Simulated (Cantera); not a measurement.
Adiabatic ignition

An adiabatic, constant-volume homogeneous reactor starts with CH₄ : CO : O₂ : N₂ = 1 : 0.23 : 5.72 : 21.5 (molar parts), equivalence ratio 0.37, at 1150 K and 23.0 bar.

Detailed kinetics in Cantera: GRI-Mech 3.0 (53 species, 325 reactions). The pressure lies above the range GRI-Mech 3.0 was tuned for (to about 10 atm).

```
t (s)     T (K)  P (bar)   x CH₄      x CO   x O₂    x NO₂    x C₂H₆
--------  -----  -------  ------  --------  -----  -------  --------
2.00e-6    1150     23.0  0.0351   0.00808  0.201   <1e-12    <1e-12
6.54e-6    1150     23.0  0.0351   0.00808  0.201   <1e-12  4.49e-12
2.14e-5    1150     23.0  0.0351   0.00808  0.201   <1e-12  1.80e-10
7.00e-5    1150     23.0  0.0351   0.00808  0.201   <1e-12   8.90e-9
0.000229   1150     23.0  0.0351   0.00808  0.201   <1e-12   4.97e-7
0.000749   1150     23.0  0.0351   0.00808  0.201   <1e-12   8.21e-6
0.00245    1159     23.2  0.0343   0.00814  0.200   <1e-12  0.000119
0.00801    2189     43.6  <1e-12  0.000103  0.126  6.51e-6    <1e-12
0.0262     2180     43.5  <1e-12   9.83e-5  0.125  2.60e-5    <1e-12
0.0857     2169     43.2  <1e-12   9.18e-5  0.123  5.21e-5    <1e-12
0.280      2166     43.2  <1e-12   9.03e-5  0.122  5.85e-5    <1e-12
0.917      2166     43.2  <1e-12   9.03e-5  0.122  5.86e-5    <1e-12
3.00       2166     43.2  <1e-12   9.03e-5  0.122  5.86e-5    <1e-12
```
x: mole fraction; the columns are a selection and need not sum to one.

```
Quantity                                                             Value
---------------------------------  ---------------------------------------
time of steepest temperature rise                                  3.21 ms
temperature at 3.00 s                                               2166 K
equilibrium temperature                                             2166 K
x(CH₄) at 3.00 s                     <1e-12 (gas-phase equilibrium <1e-12)
x(CO) at 3.00 s                    9.03e-5 (gas-phase equilibrium 9.03e-5)
x(O₂) at 3.00 s                        0.122 (gas-phase equilibrium 0.122)
```
